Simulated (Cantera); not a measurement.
Cantera run, input and output.

```python
import numpy as np
import cantera as ct

surf = ct.Interface("diamond.yaml", "diamond_100")
gas, bulk = surf.adjacent["gas"], surf.adjacent["diamond"]
k = surf.kinetics_species_index(bulk.species_names[0])
cover = ["c6HH", "c6H*", "c6*H", "c6**", "c6HM", "c6B"]

rows, drift = [], 0.0
print(f"{'xH':>10s}{'um/h':>11s}" + "".join(f"{s:>11s}" for s in cover))
for v in [0.0001, 0.00022, 0.00049, 0.0011, 0.0024, 0.0054, 0.012, 0.027, 0.059]:
    T, P, xH, xCH3 = 975, 4600, v, 0.00055
    gas.TPX = T, P, {"H": xH, "CH3": xCH3, "CH4": 0.018, "H2": 1 - xH - xCH3 - 0.018}
    surf.TP = bulk.TP = T, P
    surf.coverages = "c6H*:0.1, c6HH:0.9"
    surf.advance_coverages(100.0)
    before = surf.coverages
    surf.advance_coverages(100.0)
    drift = max(drift, np.max(np.abs(surf.coverages - before) / (surf.coverages + 1e-9)))
    rate = surf.net_production_rates[k] * bulk.mean_molecular_weight / bulk.density * 3.6e9
    rows.append([rate, *surf[cover].coverages])
    print(f"{v:10.4g}{rate:11.4e}" + "".join(f"{x:11.3e}" for x in rows[-1][1:]))
```

Result:

```
        xH       um/h       c6HH       c6H*       c6*H       c6**       c6HM        c6B
    0.0001 1.6119e+00  2.609e-01  5.836e-03  1.285e-01  9.886e-04  4.519e-01  4.374e-09
   0.00022 3.0687e+00  3.068e-01  7.354e-03  1.618e-01  1.955e-03  3.906e-01  8.327e-09
   0.00049 5.2058e+00  3.806e-01  9.504e-03  2.091e-01  3.422e-03  2.973e-01  1.413e-08
    0.0011 7.5848e+00  4.642e-01  1.187e-02  2.610e-01  5.087e-03  1.928e-01  2.058e-08
    0.0024 9.4661e+00  5.307e-01  1.373e-02  3.017e-01  6.416e-03  1.103e-01  2.569e-08
    0.0054 1.0717e+01  5.748e-01  1.498e-02  3.287e-01  7.305e-03  5.547e-02  2.908e-08
     0.012 1.1381e+01  5.982e-01  1.569e-02  3.429e-01  7.782e-03  2.651e-02  3.088e-08
     0.027 1.1719e+01  6.098e-01  1.615e-02  3.498e-01  8.033e-03  1.213e-02  3.180e-08
     0.059 1.1889e+01  6.150e-01  1.660e-02  3.527e-01  8.178e-03  5.627e-03  3.226e-08
```

Computed with Cantera and the Harris–Goodwin 1993 mechanism for the reconstructed diamond (100) surface.
